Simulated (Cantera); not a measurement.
Feed: 1 mol HgO, 0.14 mol O₂, 0.73 mol H₂, held at 0.210 bar.

Cantera equilibrium calculation (NASA polynomials, part measured and part estimated; ideal gas, pure solids and liquids). Candidate condensed phases: H₂O, Hg, HgO; 10 gas species. Equilibrium is a limit: real reactors are often held back by kinetics, nucleation or transport. All values below are at 1498 K.

Base state: Hg 0.499, H₂O 0.364, O₂ 0.137, OH 0.000195 (mole fractions); condensed: gas only.

Problem. What changes in the equilibrium state with this change: H₂ from 0.73 to 0.3 mol?

Solution. 
| species | before | after |
|---|---|---|
| Hg | 0.499 | 0.559 |
| O₂ | 0.137 | 0.274 |
| H₂O | 0.364 | 0.168 |
| OH | 0.000195 | 0.000157 |
